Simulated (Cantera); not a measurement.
An isothermal, constant-pressure homogeneous reactor starts with H₂ : O₂ : N₂ = 0.22 : 1 : 1.1 (molar parts), equivalence ratio 0.11, at 1275 K and 710 Pa.

Cantera simulation using the H2/O2 subset of GRI-Mech 3.0, which has no nitrogen chemistry; the numbers are that mechanism's predictions, not measurements. Radical loss at walls, strong at low pressure, is not modelled. The temperature is held fixed by assumption; the heat of reaction is taken as removed at once.

x: mole fraction; the columns are a selection and need not sum to one.

```json
[
 {"t (s)": "0.000300", "x H₂": "0.0948", "x O₂": "0.431", "x H₂O": "2.27e-8", "x H": "2.80e-8", "x OH": "1.25e-8"},
 {"t (s)": "0.000805", "x H₂": "0.0948", "x O₂": "0.431", "x H₂O": "6.61e-7", "x H": "4.14e-7", "x OH": "2.09e-7"},
 {"t (s)": "0.00216", "x H₂": "0.0939", "x O₂": "0.430", "x H₂O": "0.000656", "x H": "0.000374", "x OH": "0.000189"},
 {"t (s)": "0.00579", "x H₂": "0.00428", "x O₂": "0.371", "x H₂O": "0.0729", "x H": "0.0294", "x OH": "0.00616"},
 {"t (s)": "0.0155", "x H₂": "0.00397", "x O₂": "0.373", "x H₂O": "0.0749", "x H": "0.0268", "x OH": "0.00596"},
 {"t (s)": "0.0417", "x H₂": "0.00350", "x O₂": "0.377", "x H₂O": "0.0791", "x H": "0.0211", "x OH": "0.00564"},
 {"t (s)": "0.112", "x H₂": "0.00243", "x O₂": "0.386", "x H₂O": "0.0869", "x H": "0.0113", "x OH": "0.00475"},
 {"t (s)": "0.300", "x H₂": "0.000947", "x O₂": "0.396", "x H₂O": "0.0951", "x H": "0.00253", "x OH": "0.00300"},
 {"t (s)": "0.805", "x H₂": "(withheld)", "x O₂": "0.401", "x H₂O": "0.0985", "x H": "(withheld)", "x OH": "(withheld)"},
 {"t (s)": "2.16", "x H₂": "2.60e-5", "x O₂": "0.402", "x H₂O": "0.0992", "x H": "1.12e-5", "x OH": "0.000501"},
 {"t (s)": "5.79", "x H₂": "4.76e-6", "x O₂": "0.403", "x H₂O": "0.0994", "x H": "8.76e-7", "x OH": "0.000214"},
 {"t (s)": "15.5", "x H₂": "1.13e-6", "x O₂": "0.403", "x H₂O": "0.0995", "x H": "1.01e-7", "x OH": "0.000105"},
 {"t (s)": "41.7", "x H₂": "3.31e-7", "x O₂": "0.403", "x H₂O": "0.0995", "x H": "1.62e-8", "x OH": "5.67e-5"},
 {"t (s)": "112", "x H₂": "1.35e-7", "x O₂": "0.403", "x H₂O": "0.0995", "x H": "4.24e-9", "x OH": "3.63e-5"},
 {"t (s)": "300", "x H₂": "(withheld)", "x O₂": "0.403", "x H₂O": "0.0995", "x H": "(withheld)", "x OH": "(withheld)"}
]
```

Problem. Complete the blanks.

Solution. 
- 0.805, x H₂: 0.000176
- 0.805, x H: 0.000197
- 0.805, x OH: 0.00130
- 300, x H₂: 1.04e-7
- 300, x H: 2.86e-9
- 300, x OH: 3.18e-5
